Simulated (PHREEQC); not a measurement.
# Metal-bearing waste water: speciation

A solution holds 0.03 mol/kgw FeCl3, 0.0013 mol/kgw H2SO4 and 0.00064 mol/kgw Na2SO4, at 25 °C. Closed to the air; pH follows from the charge balance.

Equilibrium calculation in PHREEQC: ion-association model, wateq4f.dat.

No solid was allowed to form.

Task: Predict the pH, ionic strength.

Result: pH 2.03; ionic strength 0.140 mol/kgw.

Task: In which forms is Fe present?

Result: Fe+3 34 %, FeCl+2 28 %, Fe2(OH)2+4 16 %, FeOH+2 11 %, FeSO4+ 5.2 %, FeCl2+ 3.2 % of the Fe.

Examples of supersaturated solids here: Hematite (slow to form), Goethite (slow to form). Others may be too. Species that the database lacks are ignored.
